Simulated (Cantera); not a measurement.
Input: 1 mol Cr₂O₃, 3000 mol H₂, at 1298 K and 0.133 bar.

Equilibrium computed with Cantera from the NASA thermochemical tables; the gas is ideal and each condensed phase is pure. Candidate condensed phases: Cr, Cr₂O₃, H₂O; 13 gas species. Mutual solubility and eutectic melting of coexisting phases are not modelled. Kinetics and transport are ignored.

Base state: H₂ 1.000, H₂O 0.000264 (mole fractions); condensed: Cr(s) + Cr₂O₃(s).

### Question
What changes in the equilibrium state with this change: temperature from 1298 K to 2025 K?

### Answer
| species | before | after |
|---|---|---|
| H₂ | 1.000 | 0.993 |
| H | 2.93e-6 | 0.00525 |
| H₂O | 0.000264 | 0.000996 |
| Cr | 3.38e-8 | 0.000664 |
| Cr(s), mol | 0.528 | 0 |
| Cr₂O₃(s), mol | 0.736 | 0 |

### Question
What changes in the equilibrium state with this change: Cr₂O₃ replaced by Fe₂O₃?

### Answer
```json
[
 {"species": "H₂", "before": "1.000", "after": "0.999"},
 {"species": "H₂O", "before": "0.000264", "after": "0.001000"},
 {"species": "Cr(s), mol", "before": "0.528", "after": "0"},
 {"species": "Cr₂O₃(s), mol", "before": "0.736", "after": "0"},
 {"species": "Fe(γ), mol", "before": "0", "after": "2.00"}
]
```
Further candidate phases: Fe, FeO, Fe(OH)₂, Fe(OH)₃, Fe₂O₃, Fe₃O₄.
